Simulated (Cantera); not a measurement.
Stirred combustor or abatement burner

A perfectly stirred reactor is fed with 3.36 % C3H8, 15.3 % O2, 76.3 % N2, 5.04 % CO2, equivalence ratio 1.1, at 1000000 Pa; it is adiabatic with a 775 K inlet, and is followed from long to short residence time, starting on the burning branch (τ in s: 0.059, 0.032, 0.017, 0.009, 0.0048, 0.0025, 0.0014, 0.00072, 0.00038, 0.0002, 0.00011, 5.8e-05, 3.1e-05).

Cantera simulation using GRI-Mech 3.0 (53 species, 325 reactions); the numbers are that mechanism's predictions, not measurements. GRI-Mech 3.0 was tuned for natural gas; its chemistry of propane as a main component is partial and can be far from experiment.

| τ (s) | T (K) | x C3H8 | x O2 | x N2O | x H2O | x NO |
|---|---|---|---|---|---|---|
| 0.059 | 2239 | 7.91e-8 | 0.000331 | 9.24e-8 | 0.123 | 0.000355 |
| 0.032 | 2237 | 1.40e-7 | 0.000447 | 1.11e-7 | 0.123 | 0.000355 |
| 0.017 | 2233 | 2.48e-7 | 0.000629 | 1.37e-7 | 0.122 | 0.000354 |
| 0.0090 | 2228 | 4.37e-7 | 0.000901 | 1.72e-7 | 0.122 | 0.000352 |
| 0.0048 | 2220 | 7.54e-7 | 0.00129 | 2.13e-7 | 0.122 | 0.000346 |
| 0.0025 | 2210 | 1.31e-6 | 0.00184 | 2.63e-7 | 0.121 | 0.000336 |
| 0.0014 | 2197 | 2.13e-6 | 0.00251 | 3.10e-7 | 0.121 | 0.000323 |
| 0.00072 | 2180 | 3.68e-6 | 0.00351 | 3.62e-7 | 0.120 | 0.000300 |
| 0.00038 | 2158 | 6.20e-6 | 0.00476 | 4.07e-7 | 0.119 | 0.000272 |
| 0.00020 | 2131 | 1.05e-5 | 0.00637 | 4.42e-7 | 0.117 | 0.000236 |
| 0.00011 | 2100 | 1.75e-5 | 0.00830 | 4.62e-7 | 0.116 | 0.000198 |
| 5.8e-5 | 2059 | 3.14e-5 | 0.0111 | 4.67e-7 | 0.114 | 0.000153 |
| 3.1e-5 | 2003 | 6.29e-5 | 0.0154 | 4.43e-7 | 0.112 | 0.000101 |
x: mole fraction; the columns are a selection and need not sum to one.
